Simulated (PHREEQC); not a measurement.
0.9 g of hydrous ferric oxide (600 m²/g; 0.2 weak and 0.005 strong sites per Fe, Dzombak-Morel constants, diffuse double layer) in 1 kg of water with 0.05 mol/kgw of an inert sodium salt and 0.00013 mol/kgw Ag2SO4 and 0.0011 mol/kgw NaF, at 25 °C; the pH is set by adding NaOH or the inert anion's acid. O2 is buffered at 0.21 atm. The system is closed to CO2. Precipitation was switched off in this run.

Computed with PHREEQC (ion-association model, wateq4f.dat).

```
pH    S sorbed (%)  Ag sorbed (%)  F sorbed (%)
----  ------------  -------------  ------------
4             96.2            0.0          73.2
4.5           93.7            0.3          69.7
5             87.7            1.7          62.9
5.5           74.4            6.0          53.6
6             52.2           12.7          43.0
6.5           27.5           17.9          32.0
7       (withheld)           22.6    (withheld)
7.5            2.6           31.5          11.7
8              0.5           49.3           5.4
8.5            0.1           71.7           2.1
9              0.0           88.0           0.8
9.5            0.0           95.6           0.3
10             0.0     (withheld)           0.1
10.5           0.0           99.4           0.1
11             0.0           99.8           0.0
11.5           0.0           99.9           0.0
12             0.0           99.8           0.0
```

Task: What belongs in the gaps?

Result: 
- 7, S sorbed (%): 10.2
- 7, F sorbed (%): 21.1
- 10, Ag sorbed (%): 98.5
